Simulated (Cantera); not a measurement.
A Cantera script and what it prints.

```python
import numpy as np
import cantera as ct

gas_names = [...]  # 87 gases of nasa_gas.yaml made of C, H, Si
cond_names = """
    C(gr) C6H6(L) C7H8(L) C8H18(L),n-octa Si(cr) Si(L) SiC(b)
""".split()


# ... load() reads the species with a 1 bar reference pressure and builds the phases ...
atoms = {
    'Si(CH3)4': {'Si': 1, 'C': 4, 'H': 12},
    'C2H2': {'C': 2, 'H': 2},
    'H2': {'H': 2},
    'CH4': {'C': 1, 'H': 4},
}
top_T = {'C(gr)': 4500, 'SiC(b)': 3050}  # K; cautious upper limits of use, not melting points


# ... equilibrate(T, P, feed) seeds the gas with the atoms and calls Mixture.equilibrate('TP', solver="vcs", rtol=1e-11, max_steps=5000) ...
results = []
feed = {'Si(CH3)4': 1, 'C2H2': 1.3, 'H2': 11, 'CH4': 0.19}  # mol
T = 1200  # K
P = 160  # Pa
mix = equilibrate(T, P, feed)
results.append((T, P, feed, dict(zip(mix.species_names, mix.species_moles))))
x = sorted(zip(gas.X, gas.species_names), reverse=True)
print(f"T = {T:g} K  P = {P:g} Pa  gas = {mix.phase_moles(0):.4g} mol")
print("   x: " + "  ".join(f"{s} {v:.3e}" for v, s in x if v > 1e-06))
print("   condensed (mol): " + ("  ".join(f"{mix.phase(i).name} {mix.phase_moles(i):.4g}"
      for i in range(1, mix.n_phases) if mix.phase_moles(i) > 1e-12) or "none"))
```

Output:

```
T = 1200 K  P = 160 Pa  gas = 18.68 mol
   x: H2 1.000e+00  CH4 2.527e-05  H 4.933e-06
   condensed (mol): C(gr) 5.79  SiC(b) 1
```

Equilibrium computed with Cantera from the NASA thermochemical tables; the gas is ideal and each condensed phase is pure.
